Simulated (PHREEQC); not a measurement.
Solution A (0.031 mol TMAH and 4.5e-06 mol CO2 per kg of water) is mixed with solution B (0.051 mol HCl, 0.0026 mol CaCl2 and 0.0081 mol KCl per kg of water) at 25 °C; shares are by mass of water, 1 kg in all. O2 is buffered at 0.21 atm. The system is closed to CO2. Only these solids could form: Calcite, Portlandite.

The numbers come from PHREEQC with the ion-association model, wateq4f.dat.

```tsv
share of solution B	pH	Ca+2 (mol/kgw)	CO3-2 (mol/kgw)	CO2 (mol/kgw)	CaCO3 (mol/kgw)
0	12.42	0	4.48e-6	1.67e-14	0
0.05	12.36	0.000105	4.05e-6	2.01e-14	2.03e-7
0.15	12.20	0.000334	3.26e-6	___	5.35e-7
0.2	12.09	0.000460	2.90e-6	4.98e-14	6.63e-7
0.25	11.95	___	2.57e-6	8.56e-14	7.67e-7
0.35	11.29	0.000890	1.91e-6	1.35e-12	8.77e-7
0.4	2.80	0.00104	0	2.70e-6	0
0.45	2.29	0.00117	0	___	0
0.55	1.91	0.00143	0	2.02e-6	0
0.6	1.80	0.00156	0	1.80e-6	0
0.65	1.72	0.00169	0	1.57e-6	0
0.75	1.58	0.00195	0	1.12e-6	0
0.8	1.53	0.00208	0	9.00e-7	0
0.85	1.48	___	0	6.75e-7	0
0.95	1.40	0.00247	0	2.25e-7	0
1	1.37	0.00260	0	0	0
```

Q: Some entries are withheld; supply them.

A: 
- 0.15, CO2 (mol/kgw): 3.39e-14
- 0.25, Ca+2 (mol/kgw): 0.000594
- 0.45, CO2 (mol/kgw): 2.47e-6
- 0.85, Ca+2 (mol/kgw): 0.00221

(CH3)4N+ isn't in the database: it is added as a free cation with an ion size of 4 Å.
